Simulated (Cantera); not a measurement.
Feed: 1 mol SiHCl₃, 60 mol N₂, equilibrated at 0.0100 bar.

Cantera equilibrium calculation (NASA polynomials, part measured and part estimated; ideal gas, pure solids and liquids). Candidate condensed phases: NH₄Cl, Si, Si₃N₄; 28 gas species. The tables' values for SiCl₃, SiCl are old estimates; treat these amounts as uncertain. Kinetics and transport are ignored. All values below are at 1800 K.

Base state: N₂ 0.967, SiCl₂ 0.0157, HCl 0.0144, Cl 0.00137, H₂ 0.000826, SiCl₃ 0.000395, H 0.000103, SiCl 2.79e-5 (mole fractions); condensed: gas only.

Task: What changes in the equilibrium state with this change: SiHCl₃ replaced by SiH₂Cl₂?

Result: 
```json
[
 {"species": "N₂", "before": "0.967", "after": "0.967"},
 {"species": "H₂", "before": "0.000826", "after": "0.0123"},
 {"species": "SiCl₂", "before": "0.0157", "after": "0.0123"},
 {"species": "HCl", "before": "0.0144", "after": "0.00723"},
 {"species": "Si₂N", "before": "9.17e-9", "after": "1.96e-5"},
 {"species": "SiCl₄", "before": "1.61e-5", "after": "2.14e-7"},
 {"species": "Si", "before": "6.45e-6", "after": "0.000298"},
 {"species": "Si₃N₄(s), mol", "before": "0", "after": "0.0677"}
]
```
The tables' values for SiCl, SiCl₃, SiN are old estimates; treat these amounts as uncertain.
